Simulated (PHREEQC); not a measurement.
Copper plating or etch bath with hard or scaling water: speciation

Solution A (0.0011 mol/kgw CuCl2, 6.4e-05 mol/kgw H2SO4 and 3.4e-05 mol/kgw NaCl) is mixed with solution B (2.3 mmol/kgw CaCl2 and 1.3 mmol/kgw Na2SO4) at 30 °C; shares are by mass of water, 1 kg in all. O2 is buffered at 0.21 atm. CO2 from the air is kept out. Solids allowed: Gypsum, Portlandite, Cu(OH)2, Brochantite, Antlerite, Atacamite, Halite, Mirabilite, Chalcanthite. Others were left out.

The series has 11 steps of share of solution B, from 0 to 1.

Model: ion-association model, wateq4f.dat, run in PHREEQC.

**Question.** Between which two steps does the pH jump most, and from what to what?

**Answer.** Between share of solution B = 0.9 and 1: from 4.96 to 6.93.
